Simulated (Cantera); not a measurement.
## Low-pressure radical oxidation in H2/O2

An isothermal, constant-pressure homogeneous reactor starts with 4.49 % H2, 95.5 % O2, equivalence ratio 0.024, at 1148 K and 21.8 Torr.

Computed with Cantera and the H2/O2 subset of GRI-Mech 3.0, which has no nitrogen chemistry. Radical loss at walls, strong at low pressure, is not modelled. The temperature is held fixed by assumption; the heat of reaction is taken as removed at once.

```csv
t (s),x H2,x O2,x HO2,x OH,x H2O2,x H,x H2O
0.000300,0.0449,0.955,9.80e-9,3.34e-8,6.96e-12,2.51e-8,7.01e-8
0.000749,0.0449,0.955,1.38e-7,5.89e-6,9.24e-11,4.36e-6,1.40e-5
0.00187,0.00405,0.927,9.60e-6,0.00431,4.61e-7,0.00907,0.0342
0.00466,0.000548,0.932,7.64e-6,0.00222,1.82e-7,0.00393,0.0417
0.0116,0.000257,0.944,6.02e-6,0.00151,1.81e-7,0.00122,0.0440
0.0290,7.19e-5,0.951,3.50e-6,0.000795,1.52e-7,0.000178,0.0453
0.0724,1.42e-5,0.953,1.41e-6,0.000358,9.63e-8,1.61e-5,0.0457
0.181,2.65e-6,0.954,4.30e-7,0.000157,4.63e-8,1.35e-6,0.0458
0.451,5.54e-7,0.954,1.20e-7,7.32e-5,1.88e-8,1.36e-7,0.0459
1.12,1.38e-7,0.954,3.55e-8,3.70e-5,7.15e-9,1.76e-8,0.0459
2.81,4.02e-8,0.954,1.22e-8,2.02e-5,2.69e-9,2.85e-9,0.0459
7.00,1.31e-8,0.954,5.65e-9,1.16e-5,1.03e-9,5.44e-10,0.0459
```
x: mole fraction; the columns are a selection and need not sum to one.

Equilibrium at this temperature and pressure: H2 1.14e-9, O2 0.954, HO2 6.38e-9, OH 3.44e-6, H2O2 1.13e-10, H 1.43e-11, H2O 0.0459 (gas phase only).
